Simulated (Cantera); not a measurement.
A freely propagating, adiabatic, planar premixed flame of 29.7 % H2, 20.1 % O2, 50.2 % N2, unburnt at 650 K and 1.00 bar; mixture-averaged transport, grid criteria slope 0.08 and curve 0.16, no radiation.

Model: the H2/O2 subset of GRI-Mech 3.0, which has no nitrogen chemistry, integrated in Cantera. Burning velocities carry a grid error of a few per cent, more on coarse grids.

**Question.** Predict: laminar burning velocity; thermal thickness; peak x(HO2); peak x(H2O2); peak x(H); peak x(OH).

**Answer.** 
```
Property                     Value
------------------------  --------
laminar burning velocity  971 cm/s
thermal thickness         0.415 mm
peak x(HO2)               0.000333
peak x(H2O2)               1.29e-5
peak x(H)                   0.0577
peak x(OH)                  0.0297
```
